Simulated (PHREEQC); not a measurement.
0.018 g of hydrous ferric oxide (600 m²/g; 0.2 weak and 0.005 strong sites per Fe, Dzombak-Morel constants, diffuse double layer) in 1 kg of water with 0.001 mol/kgw of an inert sodium salt and 8.9e-06 mol/kgw CaCl2 and 3.1e-06 mol/kgw MgCl2, at 25 °C; the pH is set by adding NaOH or the inert anion's acid. Oxygen alone is held at its pressure in air (log pO2 = -0.68). The system is closed to CO2. Nothing may precipitate in this run.

The series has 13 steps of pH, from 3 to 9.

Model: ion-association model, wateq4f.dat, run in PHREEQC.

Q: Near which pH is half of the Mg sorbed, and on which side is more sorbed?

A: Near pH 8.8, with more sorbed at higher pH.

The oxide is taken as insoluble; below pH 4 it would dissolve.
